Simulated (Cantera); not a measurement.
Input: 1 mol SiO₂, 300 mol H₂, at 465 Torr.

Method: chemical equilibrium by Gibbs-energy minimisation in Cantera with the NASA 1993 tables (ideal gas, pure condensed phases). Candidate condensed phases: H₂O, Si, SiO₂; 18 gas species. The tables hold silica as quartz up to 1696 K and as liquid above; real silica turns to tridymite and cristobalite and melts near 1996 K. Rates play no part. All values below are at 1800 K.

Base state: H₂ 0.996, H₂O 0.00188, SiO 0.00188, H 0.000454 (mole fractions); condensed: SiO₂(condensed).

What changes in the equilibrium state with this change: pressure from 465 Torr to 0.825 Torr?


```json
[
 {"species": "H₂", "before": "0.996", "after": "0.983"},
 {"species": "H", "before": "0.000454", "after": "0.0107"},
 {"species": "SiO", "before": "0.00188", "after": "0.00330"},
 {"species": "H₂O", "before": "0.00188", "after": "0.00330"},
 {"species": "SiO₂(condensed), mol", "before": "0.436", "after": "0"}
]
```
